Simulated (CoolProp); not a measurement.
Methanol at several states: density (kg/m³) from the reference equation and from simpler models built on Tc = 513.4 K, pc = 82.16 bar, ω = 0.565; each cubic takes its own stable root.

Values from CoolProp's reference Helmholtz-energy equation of state, de Reuck 1993.

| T (K) | p (bar) | phase | reference |
|---|---|---|---|
| 202.2 | 2.47 | liquid | 878.2 |
| 350.7 | 0.555 | gas | 0.6190 |
| 262.7 | 0.112 | liquid | 819.5 |
| 423.2 | 0.485 | gas | 0.4437 |
| 562.1 | 0.192 | gas | 0.1317 |

Problem. How far does each simpler model (van der Waals, Redlich-Kwong, Soave-Redlich-Kwong, Peng-Robinson) lie from the reference over these 5 states: mean and median of the absolute difference, and the worst?

Solution. 
- van der Waals: mean 30.5 %, median 1.0 %, worst -100.0 % at 262.7 K and 0.112 bar
- Redlich-Kwong: mean 25.7 %, median 0.8 %, worst -100.0 % at 262.7 K and 0.112 bar
- Soave-Redlich-Kwong: mean 9.8 %, median 0.6 %, worst -25.0 % at 202.2 K and 2.47 bar
- Peng-Robinson: mean 6.1 %, median 0.6 %, worst -16.1 % at 202.2 K and 2.47 bar

At some of these states van der Waals, Redlich-Kwong gives the other phase, because its saturation line lies elsewhere.
